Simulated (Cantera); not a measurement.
A closed system holds: 1 mol HBr, 4.9 mol H2, 5.8 mol N2, at 1 atm.

Cantera equilibrium calculation (NASA polynomials, part measured and part estimated; ideal gas, pure solids and liquids). Candidate condensed phases: Br2; 12 gas species. Kinetics and transport are ignored.

x: gas mole fraction; nothing condenses.

```tsv
T (K)	x N2	x H2	x HBr	x Br	x H	x Br2
1775	0.495	0.419	0.0838	0.00155	0.000186	2.28e-6
1825	0.495	0.419	0.0833	[?]	[?]	[?]
1875	0.495	0.419	0.0827	0.00268	0.000422	3.29e-6
1925	0.495	0.419	0.0819	0.00344	0.000615	3.87e-6
1975	0.494	0.419	0.0809	0.00435	0.000880	4.49e-6
2025	0.494	0.419	0.0798	0.00542	0.00124	5.15e-6
2075	0.494	0.420	0.0784	0.00666	0.00171	5.82e-6
2125	0.493	0.419	0.0769	[?]	[?]	[?]
2175	0.493	0.419	0.0752	0.00969	0.00314	7.17e-6
2225	0.492	0.419	0.0733	0.0115	0.00417	7.82e-6
```

Task: Some entries are withheld; supply them.

Result: 
- 2125, x Br: 0.00808
- 2125, x H: 0.00234
- 2125, x Br2: 6.50e-6
- 1825, x Br: 0.00206
- 1825, x H: 0.000283
- 1825, x Br2: 2.75e-6
